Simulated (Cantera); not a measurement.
An adiabatic, constant-volume homogeneous reactor starts with C₃H₈ : O₂ : N₂ = 1 : 5.21 : 19.6 (molar parts), equivalence ratio 0.96, at 1650 K and 0.200 bar. Integrator tolerance rtol = 1e-08.

Cantera simulation using GRI-Mech 3.0 (53 species, 325 reactions); the numbers are that mechanism's predictions, not measurements. GRI-Mech 3.0 was tuned for natural gas; its chemistry of propane as a main component is partial and can be far from experiment.

What does this change do: O2 5.21 to 7.1 parts?


```csv
quantity,before,after
time of steepest temperature rise,85.6 µs,72.9 µs
temperature at 0.900 s,2803 K,2793 K
equilibrium temperature,2803 K,2793 K
x(C₃H₈) at 0.900 s,<1e-12 (gas-phase equilibrium <1e-12),<1e-12 (gas-phase equilibrium <1e-12)
x(O₂) at 0.900 s,0.0313 (gas-phase equilibrium 0.0313),0.0727 (gas-phase equilibrium 0.0727)
x(HO₂) at 0.900 s,5.35e-6 (gas-phase equilibrium 5.35e-6),9.74e-6 (gas-phase equilibrium 9.74e-6)
x(OH) at 0.900 s,0.0262 (gas-phase equilibrium 0.0262),0.0315 (gas-phase equilibrium 0.0315)
x(O) at 0.900 s,0.0159 (gas-phase equilibrium 0.0159),0.0234 (gas-phase equilibrium 0.0234)
```

What does this change do: initial temperature 1650 to 1575 K?


```json
[
 {"quantity": "time of steepest temperature rise", "before": "85.6 µs", "after": "0.130 ms"},
 {"quantity": "temperature at 0.900 s", "before": "2803 K", "after": "2788 K"},
 {"quantity": "equilibrium temperature", "before": "2803 K", "after": "2788 K"},
 {"quantity": "x(C₃H₈) at 0.900 s", "before": "<1e-12 (gas-phase equilibrium <1e-12)", "after": "<1e-12 (gas-phase equilibrium <1e-12)"},
 {"quantity": "x(O₂) at 0.900 s", "before": "0.0313 (gas-phase equilibrium 0.0313)", "after": "0.0308 (gas-phase equilibrium 0.0308)"},
 {"quantity": "x(HO₂) at 0.900 s", "before": "5.35e-6 (gas-phase equilibrium 5.35e-6)", "after": "5.23e-6 (gas-phase equilibrium 5.23e-6)"},
 {"quantity": "x(OH) at 0.900 s", "before": "0.0262 (gas-phase equilibrium 0.0262)", "after": "0.0253 (gas-phase equilibrium 0.0253)"},
 {"quantity": "x(O) at 0.900 s", "before": "0.0159 (gas-phase equilibrium 0.0159)", "after": "0.0146 (gas-phase equilibrium 0.0146)"}
]
```

What does this change do: O2 5.21 to 2.2 parts?


```tsv
quantity	before	after
time of steepest temperature rise	85.6 µs	0.181 ms
temperature at 0.900 s	2803 K	2403 K
equilibrium temperature	2803 K	2403 K
x(C₃H₈) at 0.900 s	<1e-12 (gas-phase equilibrium <1e-12)	<1e-12 (gas-phase equilibrium <1e-12)
x(O₂) at 0.900 s	0.0313 (gas-phase equilibrium 0.0313)	7.42e-6 (gas-phase equilibrium 7.42e-6)
x(HO₂) at 0.900 s	5.35e-6 (gas-phase equilibrium 5.35e-6)	2.55e-9 (gas-phase equilibrium 2.55e-9)
x(OH) at 0.900 s	0.0262 (gas-phase equilibrium 0.0262)	0.000706 (gas-phase equilibrium 0.000706)
x(O) at 0.900 s	0.0159 (gas-phase equilibrium 0.0159)	4.13e-5 (gas-phase equilibrium 4.13e-5)
```
